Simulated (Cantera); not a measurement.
Cantera run:

```python
import numpy as np
import cantera as ct

gas_names = """
    H2O2 H2O N2O
""".split()
cond_names = """
    ZrN(s) ZrN(L) ZrO2(a) ZrO2(b) ZrO2(L)
""".split()


# ... load() reads the species with a 1 bar reference pressure and builds the phases ...
species = {s.name: s for s in load("nasa_gas.yaml", gas_names) + load("nasa_condensed.yaml", cond_names)}
# Each term lists the table entries of one substance; the one whose range holds T is used.
reactions = {
    '2 ZrN + 5 H2O2(g) = 2 ZrO2 + 5 H2O(g) + N2O(g)':
        [(-2, ['ZrN(s)', 'ZrN(L)']), (-5, ['H2O2']), (2, ['ZrO2(a)', 'ZrO2(b)', 'ZrO2(L)']), (5, ['H2O']), (1, ['N2O'])],
}


def pick(names, T):
    return next(species[n] for n in names if species[n].thermo.min_temp <= T <= species[n].thermo.max_temp)


results = []
for label, terms in reactions.items():
    print(label)
    print("     T/K   dH/kJ  dS/(J/K)   dG/kJ   log10 K")
    for T in [300, 2400, 2450, 2500, 2550, 2600, 2650, 2700, 2750, 2800, 2850, 2900]:
        used = [(nu, pick(names, T)) for nu, names in terms]
        dH = sum(nu * s.thermo.h(T) for nu, s in used) / 1e6
        dS = sum(nu * s.thermo.s(T) for nu, s in used) / 1e3
        dG = dH - T * dS / 1e3
        logK = -dG * 1e6 / (ct.gas_constant * T * np.log(10))
        results.append((label, T, dH, dS, dG, logK, [s.name for _, s in used]))
        print(f"{T:8g} {dH:8.1f} {dS:8.1f} {dG:8.1f} {logK:8.2f}")
```

Output:

```
2 ZrN + 5 H2O2(g) = 2 ZrO2 + 5 H2O(g) + N2O(g)
     T/K   dH/kJ  dS/(J/K)   dG/kJ   log10 K
     300  -1910.4     14.6  -1914.7   333.38
    2400  -1915.2     23.1  -1970.7    42.89
    2450  -1916.5     22.6  -1971.8    42.04
    2500  -1917.8     22.0  -1972.9    41.22
    2550  -1919.2     21.5  -1974.0    40.43
    2600  -1920.6     20.9  -1975.1    39.68
    2650  -1922.0     20.4  -1976.1    38.95
    2700  -1923.5     19.9  -1977.1    38.25
    2750  -1924.9     19.3  -1978.1    37.57
    2800  -1926.4     18.8  -1979.0    36.92
    2850  -1927.9     18.3  -1980.0    36.29
    2900  -1929.5     17.7  -1980.9    35.68
```

Standard-state values (1 bar) from the NASA 1993 polynomials, evaluated with Cantera. ZrN: taken at fixed stoichiometry. Condensed species are held in their standard states even where they would react or evaporate.
